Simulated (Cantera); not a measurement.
Input: 1 mol NH3, 4.6 mol O2, at 3348 K and 63.0 Pa.

Method: chemical equilibrium by Gibbs-energy minimisation in Cantera with the NASA 1993 tables (ideal gas, pure condensed phases). Candidate condensed phases: H2O; 24 gas species. Equilibrium is a limit: real reactors are often held back by kinetics, nucleation or transport.

Base state: O 0.719, H 0.236, N2 0.0382, O2 0.00299, NO 0.00183, OH 0.00107, N 0.000812, H2 0.000206 (mole fractions); condensed: gas only.

### Question
What changes in the equilibrium state with this change: temperature from 3348 K to 548.15 K?

### Answer
| species | before | after |
|---|---|---|
| O2 | 0.00299 | 0.658 |
| H2O | 2.21e-6 | 0.256 |
| N2 | 0.0382 | 0.0855 |
| O | 0.719 | <1e-9 |
| H | 0.236 | <1e-9 |
| OH | 0.00107 | <1e-9 |
| NO | 0.00183 | 2.12e-9 |
